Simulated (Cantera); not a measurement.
A closed system holds: 1 mol SiO2, 25 mol H2, 0.086 mol H2O, at 2173.15 K and 0.100 bar.

Equilibrium computed with Cantera from the NASA thermochemical tables; the gas is ideal and each condensed phase is pure. Kinetics and transport are ignored.

```
species                before    after
--------------------  -------  -------
H2                      0.906    0.961
H2O                    0.0412   0.0194
SiO                    0.0380   0.0160
H                      0.0145  0.00355
OH                    8.86e-5  6.51e-6
SiO2(condensed), mol        0    0.591
```
Gas species are given as mole fractions.

Name the change that produced these shifts.
(A) temperature from 2173.15 K to 875 K
(B) temperature from 2173.15 K to 1950 K
(C) pressure from 0.100 bar to 0.000890 bar
(D) temperature from 2173.15 K to 673 K

B, temperature from 2173.15 K to 1950 K. The tables hold silica as quartz up to 1696 K and as liquid above; real silica turns to tridymite and cristobalite and melts near 1996 K
